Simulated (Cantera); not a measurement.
Feed: 1 mol Si, 0.23 mol N2O, 1.7 mol H2, at 0.00380 bar.

Equilibrium computed with Cantera from the NASA thermochemical tables; the gas is ideal and each condensed phase is pure. Candidate condensed phases: H2O, Si, SiO2, Si2N2O, Si3N4; 35 gas species. Mutual solubility and eutectic melting of coexisting phases are not modelled. Rates play no part. All values below are at 1373 K.

Base state: H2 1.000, N2 7.92e-5, SiO 7.92e-5, H 5.40e-5 (mole fractions); condensed: Si(s) + Si2N2O(s).

Question: What changes in the equilibrium state with this change: 0.04 mol CO2 added?

Answer: 
```
species               before     after
-------------------  -------  --------
H2                     1.000     0.989
SiO                  7.92e-5    0.0108
CO                         0  0.000178
N2                   7.92e-5   5.79e-7
H                    5.40e-5   5.37e-5
Si(s), mol             0.540     0.451
Si2N2O(s), mol         0.230     0.230
SiC(s), mol                0    0.0397
SiO2(β-quartz), mol        0    0.0305
```
The tables hold silica as quartz up to 1696 K and as liquid above; real silica turns to tridymite and cristobalite and melts near 1996 K. Further candidate phases: C, C6H6, C7H8, C8H18, SiC.
